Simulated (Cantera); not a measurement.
A closed system holds: 1 mol CO, 0.062 mol NH3, 36 mol N2, 0.0068 mol O2, equilibrated at 0.660 Torr.

These are equilibrium values from Cantera (NASA tables, ideal gas, pure condensed phases), not measurements of a reactor. Candidate condensed phases: C, C6H6, C7H8, C8H18, H2O; 136 gas species. Equilibrium is a limit: real reactors are often held back by kinetics, nucleation or transport. All values below are at 2698 K.

Base state: N2 0.968, CO 0.0269, H 0.00498, O 0.000340, N 5.31e-5, NO 2.16e-5 (mole fractions); condensed: gas only.

Question: What changes in the equilibrium state with this change: NH3 from 0.062 to 0.17 mol?

Answer: 
```json
[
 {"species": "N2", "before": "0.968", "after": "0.959"},
 {"species": "CO", "before": "0.0269", "after": "0.0266"},
 {"species": "H", "before": "0.00498", "after": "0.0135"},
 {"species": "H2", "before": "6.87e-6", "after": "5.01e-5"},
 {"species": "NO", "before": "2.16e-5", "after": "2.13e-5"}
]
```
